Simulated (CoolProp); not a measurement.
Properties of ethanol along the isobar 0.926 MPa.

Model: reference Helmholtz-energy equation of state, Schroeder 2014, in CoolProp.

```tsv
T (°C)	phase	density (kg/m³)	cv (kJ/(kg K))	expansivity (1/kK)
93.95	liquid	721.6	2.546	1.470
105.55	liquid	708.9	2.628	1.599
117.25	liquid	695.1	2.707	1.763
128.85	liquid	680.3	2.781	1.967
140.55	liquid	663.8	2.848	2.224
152.25	gas	13.82	1.942	4.340
163.85	gas	13.18	1.941	3.869
175.55	gas	12.62	1.946	3.507
187.15	gas	12.14	1.955	3.222
198.85	gas	11.71	1.969	2.990
210.45	gas	11.32	1.985	2.799
222.15	gas	10.97	2.003	2.637
233.75	gas	10.65	2.023	2.500
245.45	gas	10.35	2.045	2.380
257.05	gas	10.07	2.067	2.276
268.75	gas	9.813	2.090	2.183
```
